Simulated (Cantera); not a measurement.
Gas mixture: CO₂ : N₂ : N₂O = 0.83 : 0.83 : 0.49 (molar parts), at 100.0 Torr, frozen composition.

Cantera's kinetic-theory transport with the Lennard-Jones parameters of GRI-Mech 3.0, ideal gas; thermal conductivity in the multicomponent form. The composition is frozen, though it would react at the higher temperatures.

One state of this run: ρ (kg/m³) = 0.0506; cp (J/kg/K) = 1262; μ (µPa s) = 46.6; λ (mW/m/K) = 80.7; Pr = 0.727; D (cm²/s) NH₃ = 17.7; D (cm²/s) OH = 22.2; D (cm²/s) CH₃ = 16.3. D: mixture-averaged diffusion coefficient of that species in the mixture.

Problem. Which value of T (K) does it belong to?
A. 400
B. 1400
C. 1000
D. 1200

Solution. D, 1200
